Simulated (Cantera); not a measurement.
Feed: 1 mol Si3N4, a varied amount of F2, held at 0.203 Torr.

Equilibrium computed with Cantera from the NASA thermochemical tables; the gas is ideal and each condensed phase is pure. Candidate condensed phases: Si, Si3N4; 16 gas species. The tables' values for SiF2, SiF3 are old estimates. The numbers say what is thermodynamically allowed, not how fast it happens.

Stable condensed phases, one row left out:

```
T in °C \ n(F2) in mol
           2 2.8 3.7 4.5 5.4 6.2 7.1 7.9 8.8 9.6  10  11
   1627    A   A   B   B   B   B   B   B   B   B   B   B
   1527    A   A   B   B   B   B   B   B   B   B   B   B
   1427    A   A   B   B   B   B   B   B   B   B   B   B
   1327    A   A   A   B   B   B   B   B   B   B   B   B
   1127    C   C   C   C   C   B   B   B   B   B   B   B
   1027    C   C   C   C   C   B   B   B   B   B   B   B
    927    C   C   C   C   C   B   B   B   B   B   B   B
    827    C   C   C   C   C   B   B   B   B   B   B   B
```

A: Si; B: gas only; C: Si3N4.

Problem. Give the row for 1227 °C.

Solution. 2: Si3N4; 2.8: Si3N4; 3.7: Si3N4; 4.5: Si3N4; 5.4: gas only; 6.2: gas only; 7.1: gas only; 7.9: gas only; 8.8: gas only; 9.6: gas only; 10: gas only; 11: gas only.
